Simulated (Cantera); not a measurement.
Charge: 1 mol BaF2, 3.3 mol O2, 6.6 mol H2, held at 0.133 bar.

Equilibrium computed with Cantera from the NASA thermochemical tables; the gas is ideal and each condensed phase is pure. Candidate condensed phases: Ba, BaF2, BaO, Ba(OH)2, H2O; 27 gas species. Equilibrium is a limit: real reactors are often held back by kinetics, nucleation or transport.

Q: At 1173 K, list the 3 most abundant gas species with their mole fractions, and the condensed phases.

A: H2O 1.000, HF 8.31e-5, Ba(OH)2 3.00e-5. Condensed: BaF2(s).
